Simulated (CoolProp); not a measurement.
Vapour-liquid equilibrium of n-heptane (1) + m-xylene (2) at 1.99 bar; x and y are mole fractions of (1).

Model: multi-fluid Helmholtz-energy mixture model, Span 2003 and Zhou 2012; pair parameters Bell 2016, in CoolProp.

```
x     bubble temperature (K)  y at the bubble point  dew temperature at overall composition x (K)  liquid density (mol/L)
----  ----------------------  ---------------------  --------------------------------------------  ----------------------
0.05                   434.8                  0.137                                         437.7                   6.817
0.15                   427.5                  0.342                                         434.4                   6.735
0.25                   421.6                  0.488                                         430.9                   6.642
0.35                   416.8                  0.598                                         427.1                   6.543
0.45                   412.6                  0.686                                         423.2                   6.442
0.55                   409.1                  0.760                                         418.9                   6.339
0.65                   405.8                  0.823                                         414.4                   6.236
0.75                   402.9                  0.879                                         409.5                   6.134
0.85                   400.1                  0.930                                         404.4                   6.034
0.95                   397.5                  0.978                                         399.1                   5.935
```

No azeotrope shows between x = 0.05 and 0.95.

Pair parameters are fitted to limited data, so mixtures are less certain than the pure fluids.
